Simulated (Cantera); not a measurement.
What does this Cantera script print?

```python
import numpy as np
import cantera as ct

gas = ct.Solution("gri30.yaml")
gas.TPX = 575, 1000000, {'H2': 1, 'O2': 0.962, 'N2': 9.23, 'NO': 0.029}
inlet = ct.Reservoir(gas, clone=True)
gas.equilibrate("HP")  # start burning
reactor = ct.IdealGasConstPressureReactor(gas, energy="on", clone=False)
exhaust = ct.Reservoir(gas, clone=True)
tau = [0.21, 0.1, 0.049, 0.024, 0.012, 0.0057, 0.0028, 0.0013, 0.00066, 0.00032, 0.00016, 7.6e-05][0]
for a, b in ((inlet, reactor), (reactor, exhaust)):
    ct.MassFlowController(a, b, mdot=lambda t: reactor.mass / tau)
net = ct.ReactorNet([reactor])
show = ['H2', 'O2', 'NO', 'H2O2', 'H', 'N2O']

rows = []
print(f"{'tau/s':>10s}{'T/K':>9s}" + "".join(f"{s:>11s}" for s in show))
for tau in [0.21, 0.1, 0.049, 0.024, 0.012, 0.0057, 0.0028, 0.0013, 0.00066, 0.00032, 0.00016, 7.6e-05]:
    net.initial_time = 0.0
    net.advance(30 * tau)
    before = gas.X
    net.advance(40 * tau)
    drift = np.max(np.abs(gas.X - before) / (gas.X + 1e-9))
    rows.append([gas.T, *gas[show].X, drift])
    print(f"{tau:10.3e}{gas.T:9.1f}" + "".join(f"{x:11.3e}" for x in gas[show].X))
```

Result:

```
     tau/s      T/K         H2         O2         NO       H2O2          H        N2O
 2.100e-01   1265.9  1.547e-04  4.305e-02  2.412e-03  5.085e-08  6.371e-08  4.533e-06
 1.000e-01   1265.2  2.465e-04  4.310e-02  2.395e-03  8.598e-08  1.331e-07  8.966e-06
 4.900e-02   1264.2  3.888e-04  4.317e-02  2.375e-03  1.425e-07  2.713e-07  1.579e-05
 2.400e-02   1262.6  6.266e-04  4.330e-02  2.346e-03  2.367e-07  5.536e-07  2.602e-05
 1.200e-02   1259.7  1.029e-03  4.351e-02  2.304e-03  4.023e-07  1.104e-06  4.065e-05
 5.700e-03   1253.9  1.849e-03  4.392e-02  2.235e-03  8.181e-07  2.299e-06  6.405e-05
 2.800e-03   1242.1  3.521e-03  4.475e-02  2.137e-03  2.112e-06  4.514e-06  9.781e-05
 1.300e-03   1196.1  9.951e-03  4.786e-02  1.930e-03  1.098e-05  8.075e-06  1.686e-04
 6.600e-04    575.0  8.912e-02  8.573e-02  2.584e-03 -1.160e-18  8.509e-19  1.183e-16
 3.200e-04    575.0  8.912e-02  8.573e-02  2.584e-03  3.818e-22  4.845e-19  2.885e-17
 1.600e-04    575.0  8.912e-02  8.573e-02  2.584e-03  1.290e-22  3.101e-19  8.168e-18
 7.600e-05    575.0  8.912e-02  8.573e-02  2.584e-03  3.282e-23  1.878e-19  1.189e-18
```

Detailed kinetics in Cantera: GRI-Mech 3.0 (53 species, 325 reactions). The hydrogen kinetics of GRI-Mech 3.0 are dated; newer H2 mechanisms differ, most at raised pressure. The mechanism lacks 2 NO + O2 → 2 NO2 and HONO, so NO2 and the effect of NO are under-described below about 1400 K.
